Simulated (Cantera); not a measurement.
Charge: 1 mol SiH2Cl2, 1.1 mol C2H2, 3.2 mol H2, 0.013 mol C3H8, at 1100 °C and 10.0 Torr.

Cantera equilibrium calculation (NASA polynomials, part measured and part estimated; ideal gas, pure solids and liquids). Candidate condensed phases: C, C6H6, C7H8, C8H18, Si, SiC; 109 gas species. The tables' values for SiCl3 are old estimates; treat these amounts as uncertain. Rates play no part.

Base state: H2 0.689, HCl 0.308, SiCl2 0.00168, SiCl4 0.000531, SiCl3 0.000439, SiHCl3 7.52e-5, CH4 3.19e-5, H 2.39e-5 (mole fractions); condensed: C(graphite) + SiC(s).

What changes in the equilibrium state with this change: temperature from 1100 °C to 825 °C?


```json
[
 {"species": "H2", "before": "0.689", "after": "0.734"},
 {"species": "HCl", "before": "0.308", "after": "0.246"},
 {"species": "SiCl4", "before": "0.000531", "after": "0.0177"},
 {"species": "H", "before": "2.39e-5", "after": "1.84e-7"},
 {"species": "SiCl2", "before": "0.00168", "after": "0.000143"},
 {"species": "SiHCl3", "before": "7.52e-5", "after": "0.000767"},
 {"species": "CH4", "before": "3.19e-5", "after": "0.000263"},
 {"species": "C(graphite), mol", "before": "1.26", "after": "1.36"},
 {"species": "SiC(s), mol", "before": "0.983", "after": "0.881"}
]
```

What changes in the equilibrium state with this change: H2 from 3.2 to 1.6 mol?


| species | before | after |
|---|---|---|
| H2 | 0.689 | 0.590 |
| HCl | 0.308 | 0.403 |
| SiCl2 | 0.00168 | 0.00335 |
| SiCl4 | 0.000531 | 0.00211 |
| SiCl3 | 0.000439 | 0.00124 |
| SiHCl3 | 7.52e-5 | 0.000196 |
| Cl | 8.87e-6 | 1.25e-5 |
| CH4 | 3.19e-5 | 2.34e-5 |
| C(graphite), mol | 1.26 | 1.27 |
| SiC(s), mol | 0.983 | 0.967 |
